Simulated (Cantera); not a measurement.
An isothermal, constant-pressure homogeneous reactor starts with CH4 : H2O = 1 : 0.36 (molar parts), at 1973 K and 100000 Pa. Integrator tolerance rtol = 1e-08.

Detailed kinetics in Cantera: GRI-Mech 3.0 (53 species, 325 reactions). GRI-Mech 3.0 stops at C3 and has no aromatics, soot or wall deposition, so with more carbon than oxygen in the feed, carbon stays in small species such as C2H2 where larger ones or solid carbon would form.

**Question.** What does this change do: temperature 1973 to 1275 K?

**Answer.** 
| quantity | before | after |
|---|---|---|
| x(CH4) at 300 s | 0.00393 (gas-phase equilibrium 0.00393) | 0.425 (gas-phase equilibrium 0.288) |
| x(H2O) at 300 s | 8.20e-7 (gas-phase equilibrium 8.23e-7) | 0.197 (gas-phase equilibrium 9.44e-6) |
| x(CH2) at 300 s | 2.45e-7 (gas-phase equilibrium 2.45e-7) | 2.00e-11 (gas-phase equilibrium 3.40e-12) |
| x(H) at 300 s | 0.00117 (gas-phase equilibrium 0.00117) | 3.88e-7 (gas-phase equilibrium 5.41e-7) |
| x(HO2) at 300 s | <1e-12 (gas-phase equilibrium <1e-12) | <1e-12 (gas-phase equilibrium <1e-12) |
